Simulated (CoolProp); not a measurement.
Toluene at several states: density (kg/m³) from the reference equation and from simpler models built on Tc = 318.6 °C, pc = 4126 kPa, ω = 0.266; each cubic takes its own stable root.

Model: reference Helmholtz-energy equation of state, Lemmon 2006, in CoolProp. It is a short technical equation, of lower accuracy than the large ones.

```tsv
T (°C)	p (kPa)	phase	reference
282.35	16.5	gas	0.3298
-16.85	12.5	liquid	900.9
78.95	3460	liquid	814.6
43.55	220	liquid	845.0
```

Task: How far does each simpler model (van der Waals, Redlich-Kwong, Soave-Redlich-Kwong, Peng-Robinson) lie from the reference over these 4 states: mean and median of the absolute difference, and the worst?

Result: 
- van der Waals: mean 45.4 %, median 40.8 %, worst -99.9 % at -16.85 °C and 12.5 kPa
- Redlich-Kwong: mean 9.7 %, median 12.9 %, worst -13.2 % at -16.85 °C and 12.5 kPa
- Soave-Redlich-Kwong: mean 8.2 %, median 10.5 %, worst -11.9 % at -16.85 °C and 12.5 kPa
- Peng-Robinson: mean 0.7 %, median 0.8 %, worst +1.2 % at 78.95 °C and 3460 kPa

At some of these states van der Waals gives the other phase, because its saturation line lies elsewhere.
